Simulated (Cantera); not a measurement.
Charge: 1 mol (CH₃)₂SiCl₂, 1.7 mol H₂, 0.34 mol CH₄, equilibrated at 2373 K and 3.45 Torr.

Cantera equilibrium calculation (NASA polynomials, part measured and part estimated; ideal gas, pure solids and liquids). The feed counts by its element totals alone. The tables' values for SiCl, SiCl₃ are old estimates; treat these amounts as uncertain. Gases not in the tables: Si₂H₆ and higher silanes. Kinetics and transport are ignored.

```tsv
species	before	after
H₂	0.523	0.322
HCl	0.178	0.302
H	0.149	0.117
SiCl₂	0.0174	0.0796
Cl	0.0363	0.0785
SiCl	0.00721	0.0152
SiC₂	0.0117	0.0114
Si	0.0663	0.0647
SiCl₃	2.23e-5	0.000221
C₂HCl	1.01e-5	1.72e-5
SiH₂	5.77e-5	3.47e-5
C₂H₂ (acetylene)	0.00322	0.00198
SiH	0.00105	0.000806
C₂H	4.95e-5	3.88e-5
C(graphite), mol	1.97	0.160
SiC(s), mol	0.0826	0
```
Gas species are given as mole fractions.

**Question.** What was changed between the two runs?
(A) temperature from 2373 K to 1500 K
(B) H₂ from 1.7 to 54 mol
(C) (CH₃)₂SiCl₂ replaced by SiHCl₃
(D) temperature from 2373 K to 2250 K

**Answer.** C, (CH₃)₂SiCl₂ replaced by SiHCl₃
